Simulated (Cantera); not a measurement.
Silicon epitaxy and polysilicon growth: SiCl4 + HCl + H2

Input: 1 mol SiCl4, 0.14 mol HCl, 7.8 mol H2.

These are equilibrium values from Cantera (NASA tables, ideal gas, pure condensed phases), not measurements of a reactor. Candidate condensed phases: Si; 19 gas species. The tables' values for SiCl3 are old estimates. Equilibrium is a limit: real reactors are often held back by kinetics, nucleation or transport.

Map the stable condensed phases over T = 677, 727, 777, 827, 877, 927, 977, 1027, 1077, 1127, 1177 °C and P in Pa = 100, 210, 460, 980, 2100, 4500, 9600, 20000, 44000, 94000, 200000.


```
T in °C \ P in Pa
            100    210    460    980   2100   4500   9600  20000  44000  94000 200000
   1177       A      A      A      A      A      A      A      A      A      A      A
   1127       A      A      A      A      A      A      A      A      A      A      A
   1077       A      A      A      A      A      A      A      A      A      A      A
   1027       A      A      A      A      A      A      A      A      A      A      A
    977       A      A      A      A      A      A      A      A      A      A      A
    927       A      A      A      A      A      A      A      A      A      A      A
    877       A      B      B      B      B      A      A      A      A      A      A
    827       B      B      B      B      B      A      A      A      A      A      A
    777       B      B      B      B      A      A      A      A      A      A      A
    727       B      B      B      A      A      A      A      A      A      A      A
    677       B      A      A      A      A      A      A      A      A      A      A
```
A: gas only; B: Si.
